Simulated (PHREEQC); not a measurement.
Solution (61 °C): 0.031 mol LiOH per kg of water. Closed to the air; pH follows from the charge balance.

Model: ion-association model, phreeqc.dat, run in PHREEQC.

No solid was allowed to form.

Q: Estimate the pH.

A: pH 11.40.

Complexes and solids missing from the database can't appear. Constants without temperature data keep their 25 °C values here.
